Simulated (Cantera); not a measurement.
Charge: 1 mol CH₃OH, 2.4 mol CO₂, 6.6 mol N₂, held at 13.3 mbar.

Cantera equilibrium calculation (NASA polynomials, part measured and part estimated; ideal gas, pure solids and liquids). Candidate condensed phases: C, C₆H₆, C₇H₈, C₈H₁₈, H₂O; 136 gas species. The numbers say what is thermodynamically allowed, not how fast it happens.

Question: At 2275 K, list the 4 most abundant gas species with their mole fractions, and the condensed phases.

Answer: N₂ 0.542, CO 0.199, H₂O 0.106, CO₂ 0.0807. Condensed: gas only.
